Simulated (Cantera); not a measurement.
Thermodynamics of iron carbonyl, mercury and lead vapours, feed Pb + N2

Charge: 1 mol Pb, 1.1 mol N2, held at 0.0230 bar.

These are equilibrium values from Cantera (NASA tables, ideal gas, pure condensed phases), not measurements of a reactor. Candidate condensed phases: Pb; 4 gas species. The numbers say what is thermodynamically allowed, not how fast it happens.

```tsv
T (°C)	x N2	x Pb	x Pb2	n Pb(s)	n Pb(l)
277	1.00	6.64e-12	<1e-12	1.00	0
352	1.00	1.01e-9	<1e-12	0	1.00
427	1.00	4.84e-8	<1e-12	0	1.00
502	1.000	1.08e-6	<1e-12	0	1.000
577	1.000	1.38e-5	3.06e-12	0	1.000
652	1.000	0.000116	1.08e-10	0	1.000
727	0.999	0.000704	2.22e-9	0	0.999
802	0.997	0.00330	2.94e-8	0	0.996
877	0.987	0.0126	2.75e-7	0	0.986
952	0.959	0.0406	1.94e-6	0	0.953
1027	0.886	0.114	1.09e-5	0	0.858
1102	0.715	0.285	5.00e-5	0	0.560
1177	0.524	0.476	0.000105	0	0
1252	0.524	0.476	8.21e-5	0	0
```
x: gas mole fraction; n: condensed amount in mol.

At 277 °C the condensed part is Pb(s). From 352 °C to 1102 °C the condensed part is Pb(l). From 1177 °C to 1252 °C nothing is condensed.
